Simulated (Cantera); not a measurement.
## Equilibrium for silicates and aluminates: SiO₂ + Al₂O₃ + N₂

Input: 1 mol SiO₂, 0.15 mol Al₂O₃, 2.3 mol N₂, equilibrated at 32.3 Torr.

These are equilibrium values from Cantera (NASA tables, ideal gas, pure condensed phases), not measurements of a reactor. Candidate condensed phases: Al, AlN, Al₂O₃, Al₂SiO₅, Al₆Si₂O₁₃, Si, SiO₂, Si₂N₂O, Si₃N₄; 23 gas species. Mutual solubility and eutectic melting of coexisting phases are not modelled. The tables hold silica as quartz up to 1696 K and as liquid above; real silica turns to tridymite and cristobalite and melts near 1996 K. Condensed phases not in the tables: alloys, solid solutions and most ternary compounds. Equilibrium is a limit: real reactors are often held back by kinetics, nucleation or transport.

| T (K) | x N₂ | x SiO | x NO | x O₂ | x O | x SiO₂ | n Al₂SiO₅(andalusite) | n SiO₂(β-quartz) | n Al₆Si₂O₁₃(mullite) |
|---|---|---|---|---|---|---|---|---|---|
| 1000 | 1.00 | <1e-12 | <1e-12 | <1e-12 | <1e-12 | <1e-12 | 0.150 | 0.850 | 0 |
| 1050 | 1.00 | 2.06e-12 | <1e-12 | <1e-12 | <1e-12 | <1e-12 | 0.150 | 0.850 | 0 |
| 1100 | 1.00 | 1.68e-12 | <1e-12 | <1e-12 | <1e-12 | <1e-12 | 0.150 | 0.850 | 0 |
| 1150 | 1.00 | <1e-12 | <1e-12 | <1e-12 | <1e-12 | <1e-12 | 0.150 | 0.850 | 0 |
| 1200 | 1.00 | 4.63e-12 | 4.60e-12 | <1e-12 | <1e-12 | <1e-12 | 0.150 | 0.850 | 0 |
| 1250 | 1.00 | 2.74e-11 | 2.74e-11 | <1e-12 | <1e-12 | <1e-12 | 0.150 | 0.850 | 0 |
| 1300 | 1.00 | 1.41e-10 | 1.41e-10 | <1e-12 | <1e-12 | <1e-12 | 0 | 0.900 | 0.0500 |
| 1350 | 1.00 | 6.45e-10 | 6.43e-10 | <1e-12 | <1e-12 | <1e-12 | 0 | 0.900 | 0.0500 |
| 1400 | 1.00 | 2.64e-9 | 2.63e-9 | 2.18e-12 | 6.73e-12 | 1.67e-12 | 0 | 0.900 | 0.0500 |
| 1450 | 1.00 | 9.79e-9 | 9.72e-9 | 1.73e-11 | 4.03e-11 | 9.67e-12 | 0 | 0.900 | 0.0500 |
| 1500 | 1.00 | 3.33e-8 | 3.28e-8 | 1.19e-10 | 2.14e-10 | 4.97e-11 | 0 | 0.900 | 0.0500 |
| 1550 | 1.00 | 1.05e-7 | 1.02e-7 | 7.20e-10 | 1.01e-9 | 2.29e-10 | 0 | 0.900 | 0.0500 |
| 1600 | 1.000 | 3.07e-7 | 2.95e-7 | 3.85e-9 | 4.34e-9 | 9.59e-10 | 0 | 0.900 | 0.0500 |
| 1650 | 1.000 | 8.49e-7 | 7.95e-7 | 1.84e-8 | 1.69e-8 | 3.68e-9 | 0 | 0.900 | 0.0500 |
x: gas mole fraction; n: condensed amount in mol.

From 1000 K to 1250 K the condensed part is Al₂SiO₅(andalusite) + SiO₂(β-quartz). From 1300 K to 1650 K the condensed part is Al₆Si₂O₁₃(mullite) + SiO₂(β-quartz).
